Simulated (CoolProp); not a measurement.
Vapour-liquid equilibrium of R134a (1) + R142b (2) at 237.6 K; x and y are mole fractions of (1).

Values from CoolProp's multi-fluid Helmholtz-energy mixture model, Tillner-Roth 1994 and Lemmon 2006; pair parameters Bell 2016.

```
x      bubble pressure, mixture model (kPa)  bubble pressure, Raoult's law (kPa)  y, mixture model  y, Raoult's law
-----  ------------------------------------  -----------------------------------  ----------------  ---------------
0.05                                  32.61                                31.87             0.120            0.101
0.125                                 36.12                                34.43             0.265            0.234
0.2                                   39.42                                37.00             0.380            0.348
0.275                                   [?]                                39.56               [?]            0.447
0.35                                  45.44                                42.13             0.554            0.535
0.425                                 48.16                                44.69             0.622            0.612
0.5                                   50.71                                47.25               [?]            0.681
0.575                                 53.09                                49.82               [?]            0.743
0.65                                  55.33                                52.38               [?]            0.798
0.725                                 57.45                                54.95             0.831            0.849
0.8                                   59.45                                57.51             0.877            0.895
0.875                                   [?]                                60.07             0.922            0.937
0.95                                  63.18                                62.64             0.968            0.976
```

**Question.** Fill in the missing entries.

**Answer.** 
- 0.275, bubble pressure, mixture model (kPa): 42.53
- 0.275, y, mixture model: 0.475
- 0.5, y, mixture model: 0.682
- 0.575, y, mixture model: 0.735
- 0.65, y, mixture model: 0.785
- 0.875, bubble pressure, mixture model (kPa): 61.36

The largest gap from Raoult's law is +7.9 % in bubble pressure, at x = 0.35. No azeotrope shows between x = 0.05 and 0.95.

The pair parameters rest on a limited set of measurements; away from them the model extrapolates.
